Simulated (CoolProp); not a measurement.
Saturation properties of carbonyl sulfide.

Model: reference Helmholtz-energy equation of state, Lemmon 2006, in CoolProp. It is a short technical equation, of lower accuracy than the large ones.

```csv
T (K),p (MPa),vapour density (kg/m³),enthalpy of vaporisation (kJ/kg),liquid cp (kJ/(kg K)),surface tension (mN/m)
274,0.6669,19.65,269.5,1.279,11.9
276.8,0.7237,21.26,266.9,1.287,11.4
279.7,0.7863,23.02,264.2,1.297,11.0
282.6,0.8528,24.91,261.4,1.306,10.5
285.5,0.9233,26.91,258.5,1.317,10.1
288.4,0.9979,29.03,255.6,1.328,9.65
291.3,1.077,31.29,252.5,1.339,9.22
294.2,1.160,33.69,249.4,1.351,8.79
297.1,1.248,36.24,246.3,1.365,8.37
299.9,1.338,38.85,243.1,1.378,7.97
302.8,1.435,41.71,239.8,1.393,7.56
305.7,1.538,44.75,236.3,1.409,7.15
308.6,1.646,47.98,232.7,1.426,6.76
311.5,1.759,51.41,229.1,1.444,6.37
```

It boils at 223.0 K under 1 atm.

Surface tension comes from a separate correlation (Mulero 2012).
